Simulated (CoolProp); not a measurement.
Vapour-liquid equilibrium of m-xylene (1) + n-decane (2) at 448.2 K; x and y are mole fractions of (1).

Values from CoolProp's multi-fluid Helmholtz-energy mixture model, Zhou 2012 and Lemmon 2006; pair parameters Bell 2016.

Q: Give the bubble pressure and the first vapour's composition at x = 0.35, 0.85, 0.95. Is there an azeotrope?

A: x = 0.35: 153.6 kPa, y = 0.543; x = 0.85: 222.3 kPa, y = 0.923; x = 0.95: 236.4 kPa, y = 0.976. No azeotrope shows between x = 0.05 and 0.95.

The pair parameters rest on a limited set of measurements; away from them the model extrapolates.
